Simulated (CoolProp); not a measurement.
Vapour-liquid equilibrium of ethylbenzene (1) + n-nonane (2) at 0.000371 MPa; x and y are mole fractions of (1).

Values from CoolProp's multi-fluid Helmholtz-energy mixture model, Zhou 2012 and Lemmon 2006; pair parameters Bell 2016.

```
x     bubble temperature, mixture model (°C)  bubble temperature, Raoult's law (°C)  y, mixture model  y, Raoult's law
----  --------------------------------------  -------------------------------------  ----------------  ---------------
0.05                                    16.5                                   17.1             0.144            0.108
0.2                                     12.8                                   14.6             0.436            0.370
0.35                                    10.3                                   12.3             0.606            0.562
0.5                                      8.5                                   10.3             0.719            0.707
0.65                                     7.2                                    8.6             0.804            0.819
0.8                                      6.2                                    7.0             0.882            0.908
0.95                                     5.3                                    5.6             0.967            0.979
```

The largest gap from Raoult's law is -2.0 K in bubble temperature, at x = 0.35. No azeotrope shows between x = 0.05 and 0.95.

Pair parameters are fitted to limited data, so mixtures are less certain than the pure fluids.
